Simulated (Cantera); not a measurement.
**Hydrogen reduction and annealing atmospheres: V2O3 + H2**

Feed: 1 mol V2O3, 110 mol H2, equilibrated at 0.0740 bar.

Equilibrium computed with Cantera from the NASA thermochemical tables; the gas is ideal and each condensed phase is pure. Candidate condensed phases: H2O, V, VO, V2O3, V2O4, V2O5; 12 gas species. Mutual solubility and eutectic melting of coexisting phases are not modelled. VO: taken at fixed stoichiometry. Condensed phases not in the tables: the oxides between V2O3 and V2O5 other than VO2. The numbers say what is thermodynamically allowed, not how fast it happens.

```csv
T (K),x H2,x H,x H2O,x VO2,x VO,x V,x OH,x O,n VO(s),n V2O3(s),n VO(l)
1023,1.000,1.52e-8,7.28e-5,<1e-12,<1e-12,<1e-12,<1e-12,<1e-12,0.0160,0.992,0
1173,1.000,4.33e-7,0.000354,<1e-12,<1e-12,<1e-12,1.06e-12,<1e-12,0.0779,0.961,0
1323,0.999,5.83e-6,0.00119,1.77e-11,2.32e-12,<1e-12,1.01e-10,<1e-12,0.262,0.869,0
1473,0.997,4.64e-5,0.00312,2.40e-9,3.29e-10,1.81e-12,3.79e-9,<1e-12,0.687,0.656,0
1623,0.993,0.000253,0.00682,1.27e-7,1.80e-8,1.36e-10,7.28e-8,1.53e-11,1.50,0.250,0
1773,0.990,0.00104,0.00908,2.34e-6,4.84e-7,6.82e-9,5.92e-7,4.86e-10,2.00,0,0
1923,0.987,0.00344,0.00905,2.08e-5,7.58e-6,2.32e-7,2.72e-6,7.06e-9,2.00,0,0
2073,0.981,0.00958,0.00891,0.000129,7.66e-5,4.61e-6,9.89e-6,6.93e-8,0,0,1.98
2223,0.967,0.0232,0.00851,0.000490,0.000456,5.05e-5,2.94e-5,4.89e-7,0,0,1.89
```
x: gas mole fraction; n: condensed amount in mol.

From 1023 K to 1623 K the condensed part is VO(s) + V2O3(s). From 1773 K to 1923 K the condensed part is VO(s). From 2073 K to 2223 K the condensed part is VO(l).
